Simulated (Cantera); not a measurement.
An isothermal plug-flow reactor at 575 K and 0.370 bar (inlet), inlet velocity 1.1 m/s, active area per volume 8400 1/m; feed H2 : O2 : N2 = 0.012 : 0.13 : 0.79 (molar parts), equivalence ratio 0.046.

Computed with Cantera and Deutschmann's 1995 Pt surface mechanism with GRI-Mech 3.0 gas chemistry. Catalytic surfaces can have several steady states; this one follows from the mechanism file's or the stated starting coverage. Mass transfer to the wall is taken as infinitely fast.

Problem. What does this change do: area per volume 8400 to 4600 1/m?

Solution. 
| quantity | before | after |
|---|---|---|
| x(H2) at z = 0.0062 m | 5.04e-5 | 0.000104 |
| x(O2) at z = 0.0062 m | 0.134 | 0.134 |
| x(H2O) at z = 0.0062 m | 0.0129 | 0.0129 |
| θ(O*) at the exit | 0.998 | 0.997 |
| θ(OH*) at the exit | 0.00117 | 0.00145 |

Problem. What does this change do: H2 0.012 to 0.0054 parts?

Solution. 
| quantity | before | after |
|---|---|---|
| x(H2) at z = 0.0062 m | 5.04e-5 | 5.20e-5 |
| x(O2) at z = 0.0062 m | 0.134 | 0.138 |
| x(H2O) at z = 0.0062 m | 0.0129 | 0.00580 |
| θ(O*) at the exit | 0.998 | 0.998 |
